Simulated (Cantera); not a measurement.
**Pyrogenic steam for wet oxidation**

A perfectly stirred reactor is fed with 7.08 % H2, 44.2 % O2, 48.7 % N2, equivalence ratio 0.080, at 100000 Pa; it is held at 998 K, and followed from long to short residence time.

Model: the H2/O2 subset of GRI-Mech 3.0, which has no nitrogen chemistry, integrated in Cantera. The temperature is held fixed by assumption; the heat of reaction is taken as removed at once.

```csv
τ (s),x H2,x O2,x O,x H2O,x HO2,x H2O2,x OH
0.85,0.00378,0.423,1.20e-6,0.0694,3.36e-5,9.06e-5,1.22e-6
0.19,0.00987,0.425,2.19e-6,0.0628,6.64e-5,0.000289,1.88e-6
0.043,0.0216,0.428,4.05e-6,0.0504,0.000113,0.000575,3.05e-6
0.0097,0.0324,0.431,9.96e-6,0.0392,0.000161,0.000559,7.13e-6
0.0022,0.0359,0.432,3.53e-5,0.0359,0.000201,0.000260,2.63e-5
0.00049,0.0399,0.433,0.000124,0.0317,0.000221,8.56e-5,9.45e-5
0.00011,0.0495,0.436,0.000311,0.0216,0.000226,3.07e-5,0.000234
```
x: mole fraction; the columns are a selection and need not sum to one.
